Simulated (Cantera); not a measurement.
Input: 1 mol Cu2O, 3.3 mol H2, 0.42 mol N2, 0.00067 mol CO2, held at 0.000370 bar.

Method: chemical equilibrium by Gibbs-energy minimisation in Cantera with the NASA 1993 tables (ideal gas, pure condensed phases). Candidate condensed phases: C, C6H6, C7H8, C8H18, Cu, CuO, Cu(OH)2, Cu2O, H2O; 139 gas species. Rates play no part.

Task: Which condensed phases are stable at each of these points (T (K)): 1048, 1098, 1148, 1198, 1248, 1298, 1348, 1398, 1448, 1498, 1548, 1598, 1648?

Result: 
| T (K) | condensed phases | Cu condensed (%) |
|---|---|---|
| 1048 | Cu(s) | 100.0 |
| 1098 | Cu(s) | 100.0 |
| 1148 | Cu(s) | 100.0 |
| 1198 | Cu(s) | 100.0 |
| 1248 | Cu(s) | 100.0 |
| 1298 | Cu(s) | 99.9 |
| 1348 | Cu(s) | 99.8 |
| 1398 | Cu(l) | 99.3 |
| 1448 | Cu(l) | 98.3 |
| 1498 | Cu(l) | 95.9 |
| 1548 | Cu(l) | 90.5 |
| 1598 | Cu(l) | 78.3 |
| 1648 | Cu(l) | 49.3 |

From 1048 K to 1348 K the condensed part is Cu(s). From 1398 K to 1648 K the condensed part is Cu(l).
